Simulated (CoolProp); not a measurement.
Saturation properties of 1,2-dichloroethane (Tc = 288.4 °C, pc = 5226 kPa, ω = 0.269).

Computed with CoolProp (reference Helmholtz-energy equation of state, Thol 2015).

| T (°C) | p (kPa) | liquid cp (kJ/(kg K)) | vapour Z |
|---|---|---|---|
| 31.35 | 14.13 | 1.308 | 0.9933 |
| 35.05 | 16.68 | 1.311 | 0.9924 |
| 38.75 | 19.60 | 1.314 | 0.9914 |
| 42.45 | 22.92 | 1.317 | 0.9903 |
| 46.15 | 26.70 | 1.321 | 0.9891 |
| 49.85 | 30.97 | 1.325 | 0.9878 |
| 53.55 | 35.78 | 1.328 | 0.9864 |
| 57.25 | 41.18 | 1.333 | 0.9849 |
| 60.95 | 47.22 | 1.337 | 0.9832 |
| 64.65 | 53.97 | 1.341 | 0.9814 |
| 68.35 | 61.46 | 1.345 | 0.9795 |
| 72.05 | 69.77 | 1.350 | 0.9775 |
| 75.75 | 78.96 | 1.355 | 0.9753 |
| 79.45 | 89.09 | 1.359 | 0.9730 |

It boils at 83.5 °C under 1 atm.
